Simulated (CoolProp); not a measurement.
The fluid at 298.15 K and 0.749 MPa flows at 0.68 m/s in a round tube of 20 mm bore and 0.25 µm roughness, fully developed (64/Re and Nu = 3.66 if laminar; Colebrook and Gnielinski if turbulent). The same conditions are run with several fluids, on thermodynamics alone (safety and materials aside).

Computed with CoolProp (reference Helmholtz-energy equation of state of each fluid (R236FA: Pan 2012; p-xylene: Zhou 2012; methanol: de Reuck 1993; ethanol: Schroeder 2014; R11: Jacobsen 1992)).

Question: Rank R236FA, p-xylene, methanol, ethanol, R11 by Reynolds number, highest first.

Answer: R236FA (64200), R11 (46100), methanol (19600), p-xylene (19100), ethanol (9830)

```
fluid     Darcy friction factor  pressure drop (Pa/m)  heat-transfer coefficient (W/(m² K))  mass flow (kg/h)
--------  ---------------------  --------------------  ------------------------------------  ----------------
R236FA                   0.0198                   312                                  1280              1050
p-xylene                 0.0262                   260                                   958               659
methanol                 0.0260                   237                                  1440               605
ethanol                  0.0310                   282                                   861               604
R11                      0.0213                   364                                  1090              1140
```

Transport values come from each fluid's own correlations; those of R236FA, R11 are estimates that may be off by 10 % or more.
